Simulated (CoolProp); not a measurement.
Vapour-liquid equilibrium of ethane (1) + n-perfluorobutane (2) at 232.7 K; x and y are mole fractions of (1).

The numbers come from the multi-fluid Helmholtz-energy mixture model, Bücker 2006 and Gao 2022; pair parameters Bell 2016 in CoolProp.

| x | bubble pressure, mixture model (bar) | bubble pressure, Raoult's law (bar) | y, mixture model | y, Raoult's law |
|---|---|---|---|---|
| 0.05 | 0.9752 | 0.5318 | 0.841 | 0.720 |
| 0.15 | 2.538 | 1.282 | 0.940 | 0.896 |
| 0.25 | 3.780 | 2.033 | 0.961 | 0.942 |
| 0.35 | 4.627 | 2.783 | 0.969 | 0.963 |
| 0.45 | 5.162 | 3.533 | 0.974 | 0.976 |
| 0.55 | 5.521 | 4.284 | 0.976 | 0.984 |
| 0.65 | 5.830 | 5.034 | 0.979 | 0.989 |
| 0.75 | 6.184 | 5.784 | 0.982 | 0.993 |
| 0.85 | 6.651 | 6.535 | 0.987 | 0.996 |
| 0.95 | 7.278 | 7.285 | 0.995 | 0.999 |

The largest gap from Raoult's law is +98.0 % in bubble pressure, at x = 0.15. No azeotrope shows between x = 0.05 and 0.95.

The pair parameters rest on a limited set of measurements; away from them the model extrapolates. With so large a gap from Raoult's law the liquid may split in two, which this calculation doesn't test in full.
